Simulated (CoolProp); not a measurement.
Oxygen at 298.15 K and 4.24 MPa is compressed adiabatically to 21.6 MPa with isentropic efficiency 0.7. Each further row changes one setting.

The numbers come from the reference Helmholtz-energy equation of state, Schmidt 1985 in CoolProp.

```
case             work (kJ/kg)  final temperature (K)  final density (kg/m³)
---------------  ------------  ---------------------  ---------------------
as stated                   ?                  540.8                      ?
efficiency 1                ?                      ?                      ?
efficiency 0.65             ?                  557.6                      ?
```

Task: Complete the blanks.

Result: 
- as stated, work (kJ/kg): 231
- as stated, final density (kg/m³): 145
- efficiency 1, work (kJ/kg): 162
- efficiency 1, final temperature (K): 475.1
- efficiency 1, final density (kg/m³): 166
- efficiency 0.65, work (kJ/kg): 249
- efficiency 0.65, final density (kg/m³): 140

Above 300 K oxygen's equation is extrapolated.
